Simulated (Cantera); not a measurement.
# Iron carbonyl, mercury and lead vapours: Hg + O₂ + N₂

A closed system holds: 1 mol Hg, 2.5 mol O₂, 78 mol N₂, held at 1125 K and 8400 Pa.

Equilibrium computed with Cantera from the NASA thermochemical tables; the gas is ideal and each condensed phase is pure. Candidate condensed phases: Hg, HgO; 10 gas species. The numbers say what is thermodynamically allowed, not how fast it happens.

The x(N₂) is 0.957. The x(O₂) comes out as 0.0307 and the x(Hg) comes out as 0.0123. The x(NO) is 4.47e-5, the gas amount is 81.50 mol and the log10 activity of Hg(l) (absent) comes out as -5.10.
